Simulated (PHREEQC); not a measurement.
Consider water at 20 °C with 34 mmol/kgw MgCl2, 0.39 mmol/kgw Na2CO3 and 27 mmol/kgw MgSO4. Closed to the air; pH follows from the charge balance.

Model: ion-association model, phreeqc.dat, run in PHREEQC.

Each row changes one thing in this solution. This is a speciation only: nothing precipitates in the calculation.

```json
[
 {"case": "as made", "pH": "9.45", "ionic strength (mol/kgw)": "0.153", "Mg+2 (mol/kgw)": "0.0465", "MgSO4 (mol/kgw)": "0.0142", "SO4-2 (mol/kgw)": "0.0128", "MgCO3 (mol/kgw)": "0.000185", "SI of Halite (NaCl)": "-6.10"},
 {"case": "diluted 10-fold with water", "pH": "9.27", "ionic strength (mol/kgw)": "0.0180", "Mg+2 (mol/kgw)": "0.00531", "MgSO4 (mol/kgw)": "0.000767", "SO4-2 (mol/kgw)": "0.00193", "MgCO3 (mol/kgw)": "?", "SI of Halite (NaCl)": "-7.96"},
 {"case": "0.0047 mol/kgw AlCl3 added", "pH": "5.10", "ionic strength (mol/kgw)": "0.170", "Mg+2 (mol/kgw)": "0.0486", "MgSO4 (mol/kgw)": "0.0124", "SO4-2 (mol/kgw)": "0.0115", "MgCO3 (mol/kgw)": "1.55e-9", "SI of Halite (NaCl)": "-6.02"},
 {"case": "Na2CO3 from 0.00039 to 7.8e-05 mol/kgw", "pH": "8.96", "ionic strength (mol/kgw)": "0.153", "Mg+2 (mol/kgw)": "0.0467", "MgSO4 (mol/kgw)": "0.0142", "SO4-2 (mol/kgw)": "0.0128", "MgCO3 (mol/kgw)": "1.95e-5", "SI of Halite (NaCl)": "-6.80"},
 {"case": "MgCl2 from 0.034 to 0.17 mol/kgw", "pH": "9.06", "ionic strength (mol/kgw)": "0.547", "Mg+2 (mol/kgw)": "0.179", "MgSO4 (mol/kgw)": "0.0177", "SO4-2 (mol/kgw)": "0.00928", "MgCO3 (mol/kgw)": "0.000168", "SI of Halite (NaCl)": "-5.48"},
 {"case": "Na2CO3 from 0.00039 to 3.9e-05 mol/kgw", "pH": "8.72", "ionic strength (mol/kgw)": "0.153", "Mg+2 (mol/kgw)": "0.0468", "MgSO4 (mol/kgw)": "0.0142", "SO4-2 (mol/kgw)": "0.0128", "MgCO3 (mol/kgw)": "6.42e-6", "SI of Halite (NaCl)": "?"}
]
```

Q: Some entries are withheld; supply them.

A: 
- diluted 10-fold with water, MgCO3 (mol/kgw): 5.67e-6
- Na2CO3 from 0.00039 to 3.9e-05 mol/kgw, SI of Halite (NaCl): -7.10

Species that the database lacks are ignored. Some of these states are supersaturated (in Al(OH)3(a), Gibbsite (slow to form), for instance).
